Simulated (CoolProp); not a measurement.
A single-stage vapour-compression cycle with n-perfluorohexane: evaporating at 277.15 K (dew point), condensing at 316.15 K (bubble point), superheat 2 K, subcooling 0 K, compressor efficiency 0.65, no pressure losses. Each further row changes one setting.

Computed with CoolProp (reference Helmholtz-energy equation of state, Gao 2022).

```tsv
case	cooling COP	pressure ratio	discharge temperature (K)	refrigerating effect (kJ/kg)	volumetric capacity (kJ/m³)
as stated	3.38	5.70	316.1	59.2	93.5
evaporating temperature 282.15 K	4.15	4.41	316.1	63.1	127
condensing temperature 311.15 K	4.11	4.70	311.1	64.6	102
subcooling 5 K	3.69	5.70	316.1	64.6	102
superheat 12 K	3.56	5.70	316.1	67.1	102
compressor efficiency 0.55	2.86	5.70	316.1	59.2	93.5
```

The compression ends wet for: as stated; evaporating temperature 282.15 K; condensing temperature 311.15 K; subcooling 5 K; superheat 12 K; compressor efficiency 0.55.
